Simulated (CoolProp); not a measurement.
R114 at 293.15 K and 0.0482 MPa is compressed adiabatically to 0.145 MPa with isentropic efficiency 0.85. Each further row changes one setting.

Computed with CoolProp (reference Helmholtz-energy equation of state, Platzer 1990). This equation is an older, rougher fit.

| case | work (kJ/kg) | final temperature (K) | final density (kg/m³) |
|---|---|---|---|
| as stated | … | … | … |
| efficiency 1 | … | … | … |
| efficiency 0.65 | … | 329.3 | 9.36 |

Question: What belongs in the gaps?

Answer: 
- as stated, work (kJ/kg): 18.8
- as stated, final temperature (K): 321.4
- as stated, final density (kg/m³): 9.61
- efficiency 1, work (kJ/kg): 16.0
- efficiency 1, final temperature (K): 317.5
- efficiency 1, final density (kg/m³): 9.74
- efficiency 0.65, work (kJ/kg): 24.5
